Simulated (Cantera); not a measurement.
A freely propagating, adiabatic, planar premixed flame of CH4 : CO : O2 : N2 : CO2 = 1 : 0.088 : 1.36 : 4.36 : 1.6 (molar parts), equivalence ratio 1.5, unburnt at 475 K and 1.40 bar; unity-Lewis-number transport, grid criteria slope 0.08 and curve 0.16, no radiation.

Model: GRI-Mech 3.0 (53 species, 325 reactions), integrated in Cantera. Unity Lewis numbers drop preferential diffusion, which matters most where H2 and H carry the flame. Burning velocities carry a grid error of a few per cent, more on coarse grids.

x: mole fraction of selected species; z is measured from the peak of heat release.

```
z (mm)  T (K)  u (m/s)     x CH4    x CO      x O2     x OH   x C2H2    x N2O
------  -----  -------  --------  ------  --------  -------  -------  -------
-6.40     478   0.0580     0.119  0.0107     0.161    <1e-8        ?    <1e-8
-4.27     493   0.0598     0.117  0.0116     0.160    <1e-8        ?    <1e-8
-3.20     529   0.0643     0.114  0.0139     0.156    <1e-8        ?    <1e-8
-2.13     669   0.0818     0.102  0.0232     0.139    <1e-8        ?    <1e-8
-1.07    1053    0.131    0.0649  0.0503    0.0916  1.08e-7        ?    <1e-8
-0.534   1353    0.172    0.0351  0.0727    0.0527  3.15e-6        ?  1.37e-8
0        1634    0.211   0.00952  0.0957    0.0162  5.09e-5  0.00169  1.43e-8
0.534    1739    0.226   0.00263   0.106   0.00338  8.40e-5  0.00169    <1e-8
1.07     1761    0.229   0.00160   0.109   0.00101  5.37e-5        ?    <1e-8
2.13     1768    0.230   0.00120   0.110  0.000214  2.46e-5        ?    <1e-8
4.27     1768    0.230  0.000957   0.112   2.69e-5  1.50e-5        ?    <1e-8
8.54     1766    0.230  0.000698   0.113   1.21e-6  1.32e-5        ?    <1e-8
17.1     1764    0.230  0.000406   0.115   3.02e-8  1.25e-5        ?    <1e-8
```

**Question.** Some entries are withheld; supply them.

**Answer.** 
- -6.40, x C2H2: 2.81e-6
- -4.27, x C2H2: 1.69e-5
- -3.20, x C2H2: 5.13e-5
- -2.13, x C2H2: 0.000187
- -1.07, x C2H2: 0.000589
- -0.534, x C2H2: 0.000955
- 1.07, x C2H2: 0.00143
- 2.13, x C2H2: 0.00119
- 4.27, x C2H2: 0.000968
- 8.54, x C2H2: 0.000686
- 17.1, x C2H2: 0.000351
